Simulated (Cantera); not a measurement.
Input (Python, Cantera):

```python
import numpy as np
import cantera as ct

gas = ct.Solution("gri30.yaml")
gas.TPX = 1575, 101325, {'CH4': 1, 'H2': 0.13, 'O2': 1.15, 'N2': 4.31}
reactor = ct.IdealGasReactor(gas, energy="on", clone=False)
net = ct.ReactorNet([reactor])
net.rtol, net.atol = 1e-08, 1e-16
show = ['CH4', 'H2', 'O2', 'NO', 'CH3', 'CH2O', 'C2H6']
times = np.geomspace(2e-06, 7, 10)

steps = ct.SolutionArray(gas, extra=["t"])
rows = []
print(f"{'t/s':>10s}{'T/K':>9s}{'P/Pa':>11s}" + "".join(f"{s:>11s}" for s in show))
for t in times:
    while net.time < t:
        t_next = net.step()
        steps.append(gas.state, t=t_next)
    rows.append([np.interp(t, steps.t, y) for y in (steps.T, steps.P, *steps(*show).X.T)])
    print(f"{t:10.3e}{rows[-1][0]:9.1f}{rows[-1][1]:11.4g}" + "".join(f"{x:11.3e}" for x in rows[-1][2:]))
rate = np.gradient(steps.T, steps.t)
print("integrator steps:", len(steps.t))
if steps.T.max() > steps.T[0] + 200:
    print(f"time of steepest temperature rise: {steps.t[rate.argmax()]:.4e} s")
gas.TPX = 1575, 101325, {'CH4': 1, 'H2': 0.13, 'O2': 1.15, 'N2': 4.31}
gas.equilibrate("UV")
print(f"equilibrium (UV): T = {gas.T:.1f} K  " + "  ".join(f"{s} {gas[s].X[0]:.3e}" for s in show))
```

Result:

```
       t/s      T/K       P/Pa        CH4         H2         O2         NO        CH3       CH2O       C2H6
 2.000e-06   1575.0  1.013e+05  1.517e-01  1.973e-02  1.745e-01  7.187e-16  1.635e-06  1.112e-08  2.232e-11
 1.067e-05   1575.0  1.013e+05  1.517e-01  1.973e-02  1.745e-01  8.391e-15  1.077e-05  4.228e-07  5.061e-09
 5.692e-05   1574.9  1.013e+05  1.516e-01  1.973e-02  1.744e-01  2.173e-13  1.137e-04  2.394e-05  2.344e-06
 3.037e-04   1617.1  1.042e+05  1.412e-01  2.157e-02  1.681e-01  5.051e-11  1.459e-03  2.011e-03  1.438e-03
 1.620e-03   2869.5  2.125e+05  5.822e-12  1.231e-01  4.997e-04  1.633e-03  1.942e-11  1.198e-08  1.384e-23
 8.642e-03   2869.3  2.125e+05  5.832e-12  1.231e-01  4.985e-04  1.677e-03  1.944e-11  1.198e-08  1.389e-23
 4.610e-02   2869.3  2.125e+05  5.832e-12  1.231e-01  4.985e-04  1.677e-03  1.944e-11  1.198e-08  1.389e-23
 2.460e-01   2869.3  2.125e+05  5.832e-12  1.231e-01  4.985e-04  1.677e-03  1.944e-11  1.198e-08  1.389e-23
 1.312e+00   2869.3  2.125e+05  5.832e-12  1.231e-01  4.985e-04  1.677e-03  1.944e-11  1.198e-08  1.389e-23
 7.000e+00   2869.3  2.125e+05  5.832e-12  1.231e-01  4.985e-04  1.677e-03  1.944e-11  1.198e-08  1.389e-23
integrator steps: 1800
time of steepest temperature rise: 4.1468e-04 s
equilibrium (UV): T = 2869.3 K  CH4 6.672e-12  H2 1.231e-01  O2 4.985e-04  NO 1.677e-03  CH3 2.224e-11  CH2O 1.198e-08  C2H6 1.776e-23
```

Model: GRI-Mech 3.0 (53 species, 325 reactions), integrated in Cantera.
